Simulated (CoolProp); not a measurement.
Computed with CoolProp (reference Helmholtz-energy equation of state, Lemmon 2006). It is a short technical equation, of lower accuracy than the large ones.

Task: For nitrous oxide, give the phase and the cv (kJ/(kg K)) at 265.4 K and 0.0275 MPa; 206.6 K and 0.0448 MPa; 252.7 K and 0.0901 MPa.

Result: 
- 265.4 K and 0.0275 MPa: gas; cv 0.653
- 206.6 K and 0.0448 MPa: gas; cv 0.586
- 252.7 K and 0.0901 MPa: gas; cv 0.642
